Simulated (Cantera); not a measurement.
An adiabatic, constant-volume homogeneous reactor starts with C2H4 : O2 : N2 : H2O = 1 : 2 : 7.52 : 2.9 (molar parts), equivalence ratio 1.5, at 1423 K and 96000 Pa. Integrator tolerance rtol = 1e-08.

Model: GRI-Mech 3.0 (53 species, 325 reactions), integrated in Cantera. GRI-Mech 3.0 was tuned for natural gas; its chemistry of ethylene as a main component is partial and can be far from experiment.

Problem. What does this change do: pressure from 96000 Pa to 23000 Pa?

Solution. 
```
quantity                                                            before                                    after
---------------------------------  ---------------------------------------  ---------------------------------------
time of steepest temperature rise                                  41.8 µs                                 0.151 ms
temperature at 0.300 s                                              2767 K                                   2662 K
equilibrium temperature                                             2767 K                                   2662 K
x(C2H4) at 0.300 s                   <1e-12 (gas-phase equilibrium <1e-12)    <1e-12 (gas-phase equilibrium <1e-12)
x(O2) at 0.300 s                   0.00303 (gas-phase equilibrium 0.00303)  0.00477 (gas-phase equilibrium 0.00477)
x(H2O) at 0.300 s                      0.257 (gas-phase equilibrium 0.257)      0.248 (gas-phase equilibrium 0.248)
x(HO2) at 0.300 s                  2.14e-6 (gas-phase equilibrium 2.14e-6)  1.62e-6 (gas-phase equilibrium 1.62e-6)
x(H) at 0.300 s                      0.0128 (gas-phase equilibrium 0.0128)    0.0183 (gas-phase equilibrium 0.0183)
x(NO) at 0.300 s                   0.00340 (gas-phase equilibrium 0.00340)  0.00364 (gas-phase equilibrium 0.00364)
```

Problem. What does this change do: initial temperature 1423 to 1623 K?

Solution. 
```tsv
quantity	before	after
time of steepest temperature rise	41.8 µs	19.1 µs
temperature at 0.300 s	2767 K	2831 K
equilibrium temperature	2767 K	2831 K
x(C2H4) at 0.300 s	<1e-12 (gas-phase equilibrium <1e-12)	<1e-12 (gas-phase equilibrium <1e-12)
x(O2) at 0.300 s	0.00303 (gas-phase equilibrium 0.00303)	0.00472 (gas-phase equilibrium 0.00472)
x(H2O) at 0.300 s	0.257 (gas-phase equilibrium 0.257)	0.247 (gas-phase equilibrium 0.247)
x(HO2) at 0.300 s	2.14e-6 (gas-phase equilibrium 2.14e-6)	3.25e-6 (gas-phase equilibrium 3.25e-6)
x(H) at 0.300 s	0.0128 (gas-phase equilibrium 0.0128)	0.0172 (gas-phase equilibrium 0.0172)
x(NO) at 0.300 s	0.00340 (gas-phase equilibrium 0.00340)	0.00462 (gas-phase equilibrium 0.00462)
```
